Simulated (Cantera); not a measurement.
Source: NASA polynomial tables (part measured, part estimated), evaluated in Cantera. Values are per mole of reaction as written; species without (g) are pure solids or liquids, kept so even where they would boil at 1 bar.

2 Ni3S4 + C → CS2(g) + 6 NiS, with ΔH° = 192.0 kJ and ΔS° = 177.1 J/K at 300 K.

**Question.** How far is the shortcut ΔG° ≈ ΔH°(300 K) − T·ΔS°(300 K) from the full temperature-dependent value at 425, 450, 475, 500, 525, 550, 575, 600 K?

**Answer.** 
```tsv
T (K)	shortcut (kJ)	full (kJ)	difference (kJ)	difference in log10 K
425	116.7	117.0	-0.3	0.04
450	112.2	112.7	-0.4	0.05
475	107.8	108.4	-0.6	0.07
500	103.4	104.2	-0.8	0.08
525	99.0	100.0	-1.1	0.11
550	94.5	95.9	-1.4	0.13
575	90.1	91.8	-1.7	0.15
600	85.7	87.7	-2.1	0.18
```
The shortcut ignores the heat-capacity change of the reaction.
